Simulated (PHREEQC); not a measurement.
**Polishing slurry liquid: an equilibrium model**

Dissolve 0.14 mol/kgw KOH and 0.0048 mol/kgw CO2 at 25 °C. Closed to the air; pH follows from the charge balance.

Equilibrium calculation in PHREEQC: ion-association model, phreeqc.dat.

Each row changes one thing in this solution. No solid was allowed to form.

```csv
case,pH,ionic strength (mol/kgw),HCO3- (mol/kgw)
as made,12.98,0.145,4.84e-6
CO2 from 0.0048 to 0.00048 mol/kgw,13.01,0.141,4.56e-7
KOH from 0.14 to 0.28 mol/kgw,13.26,0.285,2.13e-6
KOH left out,4.34,4.63e-5,4.63e-5
KOH from 0.14 to 0.028 mol/kgw,12.19,0.0328,4.09e-5
CO2 from 0.0048 to 0.00432 mol/kgw,12.98,0.144,4.33e-6
0.0067 mol/kgw Na2CO3 added,12.97,0.163,1.06e-5
```
